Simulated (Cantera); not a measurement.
A closed system holds: 1 mol SiCl4, 0.95 mol HCl, 1.9 mol H2, 1.8 mol Cl2, equilibrated at 900 K and 101000 Pa.

These are equilibrium values from Cantera (NASA tables, ideal gas, pure condensed phases), not measurements of a reactor. Candidate condensed phases: Si; 19 gas species. Rates play no part.

Problem. What is the equilibrium state?

Solution. 
```
Item                                  Value
--------------------------------  ---------
x(HCl)                                0.805
x(SiCl4)                              0.177
x(H2)                                0.0177
x(SiHCl3)                           1.10e-5
gas amount                        5.650 mol
log10 activity of Si(s) (absent)     -12.20
```
